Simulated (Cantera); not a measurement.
A closed system holds: 1 mol B2O3, 0.34 mol O2, 42 mol N2, 0.88 mol NH3, at 0.100 bar.

Equilibrium computed with Cantera from the NASA thermochemical tables; the gas is ideal and each condensed phase is pure. Candidate condensed phases: B, BN, B2O3, B3O3H3, H2O; 39 gas species. Gases not in the tables: H3BO3. Rates play no part.

x: gas mole fraction; n: condensed amount in mol.

```csv
T (°C),x N2,x HBO2,x H2O,x H2,x B2O3,x HBO,x H,n B2O3(l)
1002,0.969,0.000880,0.0151,0.0146,9.19e-7,8.97e-8,2.82e-7,0.980
1077,0.969,0.00209,0.0145,0.0146,7.03e-6,4.08e-7,9.11e-7,0.954
1152,0.968,0.00439,0.0133,0.0146,4.29e-5,1.61e-6,2.61e-6,0.902
1227,0.966,0.00818,0.0114,0.0146,0.000217,5.71e-6,6.72e-6,?
1302,0.962,0.0134,0.00871,0.0145,0.000932,1.90e-5,1.58e-5,?
1377,0.957,0.0193,0.00573,0.0144,0.00348,6.13e-5,3.44e-5,?
1452,0.948,0.0237,0.00343,0.0141,0.0104,0.000178,6.97e-5,0
1527,0.948,0.0232,0.00373,0.0140,0.0106,0.000223,0.000134,0
1602,0.948,0.0227,0.00403,0.0139,0.0108,0.000273,0.000244,0
```

Q: Fill in the missing entries.

A: 
- 1227, n B2O3(l): 0.810
- 1302, n B2O3(l): 0.662
- 1377, n B2O3(l): 0.417
